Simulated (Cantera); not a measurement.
Feed: 1 mol AlN, 3.7 mol O2, held at 1350 °C and 0.210 bar.

Method: chemical equilibrium by Gibbs-energy minimisation in Cantera with the NASA 1993 tables (ideal gas, pure condensed phases). Candidate condensed phases: Al, AlN, Al2O3; 16 gas species. Kinetics and transport are ignored.

Base state: O2 0.854, N2 0.144, NO 0.00184, O 3.84e-5 (mole fractions); condensed: Al2O3(s).

Q: What changes in the equilibrium state with this change: AlN replaced by BN?

A: 
```csv
species,before,after
O2,0.854,0.853
N2,0.144,0.144
NO,0.00184,0.00184
B2O3,0,0.00105
BO2,0,0.000246
O,3.84e-5,3.83e-5
"Al2O3(s), mol",0.500,0
"B2O3(l), mol",0,0.496
```
Further candidate phases: B, BN, B2O3.
